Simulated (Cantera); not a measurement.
# Adiabatic ignition

An adiabatic, constant-pressure homogeneous reactor starts with 9.10 % CH₄, 0.682 % CO, 18.9 % O₂, 71.1 % N₂, 0.146 % H₂O, equivalence ratio 0.98, at 1550 K and 0.987 atm.

Cantera simulation using GRI-Mech 3.0 (53 species, 325 reactions); the numbers are that mechanism's predictions, not measurements.

```json
[
 {"t (s)": "2.00e-6", "T (K)": "1550", "x CH₄": "0.0910", "x CO": "0.00682", "x O₂": "0.189", "x HCO": "<1e-12", "x C₂H": "<1e-12", "x OH": "1.84e-8"},
 {"t (s)": "6.59e-6", "T (K)": "1550", "x CH₄": "0.0910", "x CO": "0.00682", "x O₂": "0.189", "x HCO": "1.70e-12", "x C₂H": "<1e-12", "x OH": "2.62e-8"},
 {"t (s)": "2.17e-5", "T (K)": "1550", "x CH₄": "0.0910", "x CO": "0.00682", "x O₂": "0.189", "x HCO": "1.41e-11", "x C₂H": "<1e-12", "x OH": "5.59e-8"},
 {"t (s)": "7.14e-5", "T (K)": "1550", "x CH₄": "0.0909", "x CO": "0.00682", "x O₂": "0.189", "x HCO": "2.57e-10", "x C₂H": "<1e-12", "x OH": "1.86e-7"},
 {"t (s)": "0.000235", "T (K)": "1551", "x CH₄": "0.0904", "x CO": "0.00683", "x O₂": "0.189", "x HCO": "1.29e-8", "x C₂H": "<1e-12", "x OH": "1.03e-6"},
 {"t (s)": "0.000775", "T (K)": "2493", "x CH₄": "<1e-12", "x CO": "0.0489", "x O₂": "0.0319", "x HCO": "8.36e-8", "x C₂H": "<1e-12", "x OH": "0.0236"},
 {"t (s)": "0.00255", "T (K)": "2749", "x CH₄": "<1e-12", "x CO": "0.0418", "x O₂": "0.0233", "x HCO": "3.79e-8", "x C₂H": "<1e-12", "x OH": "0.0204"},
 {"t (s)": "0.00840", "T (K)": "2744", "x CH₄": "<1e-12", "x CO": "0.0419", "x O₂": "0.0221", "x HCO": "3.78e-8", "x C₂H": "<1e-12", "x OH": "0.0199"},
 {"t (s)": "0.0277", "T (K)": "2744", "x CH₄": "<1e-12", "x CO": "0.0419", "x O₂": "0.0221", "x HCO": "3.78e-8", "x C₂H": "<1e-12", "x OH": "0.0199"},
 {"t (s)": "0.0911", "T (K)": "2744", "x CH₄": "<1e-12", "x CO": "0.0419", "x O₂": "0.0221", "x HCO": "3.78e-8", "x C₂H": "<1e-12", "x OH": "0.0199"},
 {"t (s)": "0.300", "T (K)": "2744", "x CH₄": "<1e-12", "x CO": "0.0419", "x O₂": "0.0221", "x HCO": "3.78e-8", "x C₂H": "<1e-12", "x OH": "0.0199"}
]
```
x: mole fraction; the columns are a selection and need not sum to one.

- time of steepest temperature rise = 0.733 ms
- temperature at 0.300 s = 2744 K
- equilibrium temperature = 2744 K
- x(CH₄) at 0.300 s = <1e-12 (gas-phase equilibrium <1e-12)
- x(CO) at 0.300 s = 0.0419 (gas-phase equilibrium 0.0419)
- x(O₂) at 0.300 s = 0.0221 (gas-phase equilibrium 0.0221)
